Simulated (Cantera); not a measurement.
Charge: 1 mol n-butane, 20 mol H2, 0.62 mol N2, 0.025 mol NH3, equilibrated at 62.0 bar.

These are equilibrium values from Cantera (NASA tables, ideal gas, pure condensed phases), not measurements of a reactor. Candidate condensed phases: C, C6H6, C7H8, C8H18; 110 gas species. Ions and electrons are included (thermal ionisation). The ideal-gas law is rough above about 30 bar. The numbers say what is thermodynamically allowed, not how fast it happens.

Problem. Which condensed phases are stable at each of these points (T (°C)): 2727, 2977, 3227, 3477, 3727, 3977, 4227, 4477, 4727?

Solution. 
| T (°C) | condensed phases | C condensed (%) |
|---|---|---|
| 2727 | C(graphite) | 4.4 |
| 2977 | gas only | 0.0 |
| 3227 | gas only | 0.0 |
| 3477 | gas only | 0.0 |
| 3727 | gas only | 0.0 |
| 3977 | gas only | 0.0 |
| 4227 | gas only | 0.0 |
| 4477 | gas only | 0.0 |
| 4727 | gas only | 0.0 |

At 2727 °C the condensed part is C(graphite). From 2977 °C to 4727 °C nothing is condensed.
